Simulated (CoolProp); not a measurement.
The fluid at 293.15 K and 0.127 MPa is compressed adiabatically to 0.487 MPa with isentropic efficiency 0.8. The same conditions are run with several fluids, on thermodynamics alone (safety and materials aside).

Values from CoolProp's reference Helmholtz-energy equation of state of each fluid (R114: Platzer 1990; c-C4F8 (RC318): Platzer 1990; nitrogen: Span 2000; R134a: Tillner-Roth 1994; R115: Lemmon 2016). The equations of Platzer and Polt are older, rougher fits.

### Question
Rank R114, c-C4F8 (RC318), nitrogen, R134a, R115 by work (kJ/kg), highest first.

### Answer
nitrogen (178), R134a (41.1), R115 (26.8), R114 (23.3), c-C4F8 (RC318) (19.7)

| fluid | final temperature (K) | final density (kg/m³) |
|---|---|---|
| R114 | 332.1 | 34.2 |
| c-C4F8 (RC318) | 322.8 | 41.4 |
| nitrogen | 464.0 | 3.53 |
| R134a | 344.7 | 18.4 |
| R115 | 333.1 | 29.0 |
